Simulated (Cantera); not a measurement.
## Dilute partial oxidation

An isothermal, constant-pressure homogeneous reactor starts with 2.10 % CH4, 2.29 % O2, 95.6 % N2, at 1450 K and 6680 Torr.

Cantera simulation using GRI-Mech 3.0 (53 species, 325 reactions); the numbers are that mechanism's predictions, not measurements. The temperature is held fixed by assumption; the heat of reaction is taken as removed at once.

```
t (s)       x CH4      x O2     x HO2    x CH3     x OH
--------  -------  --------  --------  -------  -------
9.00e-5    0.0210    0.0229   3.61e-7  4.51e-6  7.40e-9
0.000203   0.0210    0.0229   3.46e-7  9.37e-6  1.32e-8
0.000458   0.0210    0.0229   4.44e-7  1.28e-5  1.89e-8
0.00103    0.0208    0.0228   7.58e-7  1.71e-5  3.07e-8
0.00233    0.0202    0.0225   1.61e-6  2.65e-5  7.13e-8
0.00527    0.0165    0.0201   4.40e-6  4.92e-5  3.26e-7
0.0119    0.00255   0.00118   6.88e-7  1.35e-5  2.40e-7
0.0268    0.00228  0.000229   5.86e-8  3.79e-6  5.20e-8
0.0606    0.00224   5.90e-5   8.68e-9  1.86e-6  2.40e-8
0.137     0.00221   9.12e-6   1.06e-9  1.33e-6  1.69e-8
0.308     0.00215   2.32e-7  2.69e-11  1.19e-6  1.52e-8
0.696     0.00204  4.87e-11    <1e-12  1.09e-6  1.43e-8
1.57      0.00186    <1e-12    <1e-12  9.55e-7  1.35e-8
3.54      0.00160    <1e-12    <1e-12  8.09e-7  1.30e-8
8.00      0.00134    <1e-12    <1e-12  6.68e-7  1.27e-8
```
x: mole fraction; the columns are a selection and need not sum to one.

Equilibrium at this temperature and pressure: CH4 5.68e-9, O2 <1e-12, HO2 <1e-12, CH3 2.44e-12, OH 9.71e-9 (gas phase only).
